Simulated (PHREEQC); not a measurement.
## Metal-bearing waste water (model solution)

A solution holds 0.0057 mol/kgw FeSO4, 0.0012 mol/kgw HCl and 0.13 mol/kgw NaCl, at 20 °C. Closed to the air; pH follows from the charge balance.

All values are PHREEQC results (ion-association model, phreeqc.dat), not measurements.

No solid was allowed to form.

What pH, density, specific conductance does the model give?

pH 3.07; density 1.004 g/cm³; specific conductance 12800 µS/cm.

In which forms is S present?

SO4-2 75 %, NaSO4- 15 %, FeSO4 6.9 %, HSO4- 2.4 % of the S.

Complexes and solids missing from the database can't appear.
